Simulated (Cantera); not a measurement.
A Cantera script and its output.

```python
import numpy as np
import cantera as ct

gas = ct.Solution("h2o2.yaml")
gas.TPX = 623, 24000, {'H2': 1, 'O2': 0.5, 'N2': 1.88}
flame = ct.FreeFlame(gas, width=0.11)
flame.set_refine_criteria(ratio=3, slope=0.08, curve=0.16)
flame.transport_model = "mixture-averaged"
flame.solve(loglevel=0, auto=True)
flame.transport_model = "multicomponent"
flame.soret_enabled = False
flame.solve(loglevel=0, refine_grid=True)
z, T = flame.grid, flame.T
thick = (T[-1] - T[0]) / np.gradient(T, z).max()
show = ['H2', 'O2', 'HO2', 'H2O2', 'O', 'OH']
print(f"laminar burning velocity  {flame.velocity[0] * 100:.3f} cm/s")
print(f"burnt temperature         {T[-1]:.1f} K")
print(f"thermal thickness         {thick * 1e3:.4f} mm")
print(f"grid points               {len(z)}")
z0 = z[flame.heat_release_rate.argmax()]
print(f"{'z/mm':>9s}{'T/K':>9s}{'u/(m/s)':>9s}" + "".join(f"{s:>11s}" for s in show))
rows = []
for k in (-3, -2, -1.5, -1, -0.5, -0.25, 0, 0.25, 0.5, 1, 2, 4, 8):
    zz = z0 + k * thick
    rows.append([k * thick, np.interp(zz, z, T), np.interp(zz, z, flame.velocity),
                 *(np.interp(zz, z, flame.X[gas.species_index(s)]) for s in show)])
    print(f"{rows[-1][0] * 1e3:9.3f}{rows[-1][1]:9.1f}{rows[-1][2]:9.3f}" + "".join(f"{x:11.3e}" for x in rows[-1][3:]))
```

Result:

```
laminar burning velocity  678.042 cm/s
burnt temperature         2467.6 K
thermal thickness         3.0450 mm
grid points               140
     z/mm      T/K  u/(m/s)         H2         O2        HO2       H2O2          O         OH
   -9.135    623.0    6.780  2.959e-01  1.479e-01  3.437e-13  1.069e-15  8.723e-17  5.308e-18
   -6.090    623.0    6.780  2.959e-01  1.479e-01  5.154e-11  2.215e-15  8.807e-14  6.056e-15
   -4.567    623.0    6.780  2.959e-01  1.479e-01  2.310e-09  6.176e-14  7.514e-12  5.918e-13
   -3.045    623.0    6.780  2.959e-01  1.479e-01  3.200e-07  5.122e-11  1.759e-09  2.346e-10
   -1.522    629.3    6.843  2.948e-01  1.478e-01  7.532e-05  6.473e-07  7.003e-06  2.553e-05
   -0.761    747.6    8.055  2.749e-01  1.440e-01  5.731e-05  1.530e-06  2.645e-04  3.764e-04
    0.000   1146.1   11.935  1.444e-01  9.827e-02  2.490e-05  1.306e-06  7.545e-03  3.569e-03
    0.761   1438.2   14.766  5.375e-02  4.163e-02  9.494e-06  1.291e-06  1.566e-02  9.451e-03
    1.522   1567.3   15.969  4.849e-02  3.419e-02  6.743e-06  8.808e-07  1.605e-02  1.222e-02
    3.045   1715.6   17.302  4.968e-02  3.070e-02  5.058e-06  4.874e-07  1.485e-02  1.513e-02
    6.090   1876.5   18.702  4.937e-02  2.709e-02  3.699e-06  2.532e-07  1.274e-02  1.772e-02
   12.180   2041.2   20.084  4.687e-02  2.326e-02  2.649e-06  1.407e-07  1.005e-02  1.938e-02
   24.360   2196.4   21.345  4.229e-02  1.942e-02  1.990e-06  9.340e-08  7.296e-03  1.961e-02
```

Detailed kinetics in Cantera: the H2/O2 subset of GRI-Mech 3.0, which has no nitrogen chemistry. Burning velocities carry a grid error of a few per cent, more on coarse grids.
